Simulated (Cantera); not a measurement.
Feed: 1 mol MgCO₃, 0.17 mol O₂, 5.1 mol N₂, equilibrated at 33000 Pa.

These are equilibrium values from Cantera (NASA tables, ideal gas, pure condensed phases), not measurements of a reactor. Candidate condensed phases: C, Mg, MgCO₃, MgO; 28 gas species. Kinetics and transport are ignored.

Problem. At 1225 °C, list the 4 most abundant gas species with their mole fractions, and the condensed phases.

Solution. N₂ 0.813, CO₂ 0.159, O₂ 0.0269, NO 0.000441. Condensed: MgO(s).
